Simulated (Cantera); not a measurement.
A closed system holds: 1 mol SiH2Cl2, 12 mol NH3, 4.3 mol N2, equilibrated at 1373 K and 0.0623 Torr.

Cantera equilibrium calculation (NASA polynomials, part measured and part estimated; ideal gas, pure solids and liquids). Candidate condensed phases: NH4Cl, Si, Si3N4; 28 gas species. The tables' values for SiCl3 are old estimates; treat these amounts as uncertain. Equilibrium is a limit: real reactors are often held back by kinetics, nucleation or transport.

Base state: H2 0.610, N2 0.327, HCl 0.0594, SiCl2 0.00390, H 0.000285, Cl 2.31e-5, SiCl3 1.65e-5 (mole fractions); condensed: Si3N4(s).

Question: What changes in the equilibrium state with this change: temperature from 1373 K to 1575 K?

Answer: 
```
species         before     after
-------------  -------  --------
H2               0.610     0.602
N2               0.327     0.339
HCl             0.0594    0.0438
SiCl2          0.00390    0.0108
Si             1.09e-6  0.000692
SiH            4.42e-8   1.17e-5
Si3N4(s), mol    0.294         0
Si(s), mol           0     0.645
```
The tables' values for SiCl are old estimates; treat these amounts as uncertain.
